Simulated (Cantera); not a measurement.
A closed system holds: 1 mol Si2Cl6, 0.57 mol HCl, 180 mol N2, held at 14.3 Torr.

Equilibrium computed with Cantera from the NASA thermochemical tables; the gas is ideal and each condensed phase is pure. Candidate condensed phases: NH4Cl, Si, Si3N4; 28 gas species. The feed counts by its element totals alone. N2 is the only nitrogen source here; it is nearly inert below about 1500 K, so the nitride shown seldom forms there in practice. Kinetics and transport are ignored.

Which condensed phases are stable at each of these points (T (°C)): 675, 775, 875, 975, 1075, 1175, 1275, 1375?


```tsv
T (°C)	condensed phases	Si condensed (%)
675	Si3N4(s)	24.8
775	Si3N4(s)	24.8
875	Si3N4(s)	24.3
975	Si3N4(s)	21.7
1075	Si3N4(s)	9.8
1175	gas only	0.0
1275	gas only	0.0
1375	gas only	0.0
```

From 675 °C to 1075 °C the condensed part is Si3N4(s). From 1175 °C to 1375 °C nothing is condensed.
